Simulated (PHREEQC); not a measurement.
Make-up at 25 °C: 6.9 mmol/kgw CdCl2, 88 mmol/kgw H3BO3 and 0.37 mmol/kgw H2SO4. Closed to the air; pH follows from the charge balance.

Computed with PHREEQC (ion-association model, phreeqc.dat).

| quantity | before | after |
|---|---|---|
| pH | 3.18 | 4.15 |
| ionic strength (mol/kgw) | 0.0159 | 0.00204 |
| SO4-2 (mol/kgw) | 0.000250 | 3.28e-5 |
| HSO4- (mol/kgw) | 1.10e-5 | 1.94e-7 |
| H2BO3- (mol/kgw) | 8.81e-8 | 7.55e-8 |

Task: Name the change that produced these shifts.
A) temperature from 25 to 75 °C
B) diluted 100-fold with water
C) CdCl2 left out
D) diluted 10-fold with water
E) 0.0011 mol/kgw HF added

Result: D, diluted 10-fold with water

No solid was allowed to form.
